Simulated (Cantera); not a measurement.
A freely propagating, adiabatic, planar premixed flame of CH4 : C2H6 : C3H8 : O2 : N2 = 1 : 0.18 : 0.16 : 2.64 : 9.92 (molar parts), unburnt at 500 K and 0.120 bar; mixture-averaged transport, grid criteria slope 0.08 and curve 0.16, no radiation.

Computed with Cantera and GRI-Mech 3.0 (53 species, 325 reactions). GRI-Mech 3.0 was tuned for natural gas; its chemistry of propane as a main component is partial and can be far from experiment. Burning velocities carry a grid error of a few per cent, more on coarse grids.

**Question.** What does this change do: C2H6 0.18 to 0.14 parts?

**Answer.** 
```tsv
quantity	before	after
laminar burning velocity	114 cm/s	123 cm/s
thermal thickness	2.35 mm	2.25 mm
peak x(CH2CO)	0.000625	0.000581
peak x(H)	0.0168	0.0177
```

**Question.** What does this change do: inlet temperature 500 to 648 K?

**Answer.** 
```csv
quantity,before,after
laminar burning velocity,114 cm/s,183 cm/s
thermal thickness,2.35 mm,2.14 mm
peak x(CH2CO),0.000625,0.000720
peak x(H),0.0168,0.0185
```
